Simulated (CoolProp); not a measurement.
Vinyl chloride along the isotherm 409.3 K: fugacity coefficient from the reference equation and from simpler models built on Tc = 425.0 K, pc = 5.600 MPa, ω = 0.160; each cubic takes its own stable root.

The numbers come from the reference Helmholtz-energy equation of state, Thol 2022 in CoolProp.

| p (MPa) | phase | reference |
|---|---|---|
| 1.08 | gas | 0.9299 |
| 2.15 | gas | 0.8606 |
| 3.23 | gas | 0.7894 |
| 5.38 | liquid | 0.5927 |
| 6.46 | liquid | 0.5093 |
| 7.54 | liquid | 0.4499 |
| 8.62 | liquid | 0.4054 |
| 9.69 | liquid | 0.3713 |
| 10.8 | liquid | 0.3432 |
| 11.8 | liquid | 0.3225 |
| 12.9 | liquid | 0.3036 |
| 14 | liquid | 0.2878 |

**Question.** How far does each simpler model (van der Waals, Peng-Robinson) lie from the reference over these 12 states: mean and median of the absolute difference, and the worst?

**Answer.** 
- van der Waals: mean 13.5 %, median 15.1 %, worst +23.4 % at 409.3 K and 14 MPa
- Peng-Robinson: mean 2.3 %, median 2.3 %, worst -2.8 % at 409.3 K and 3.23 MPa
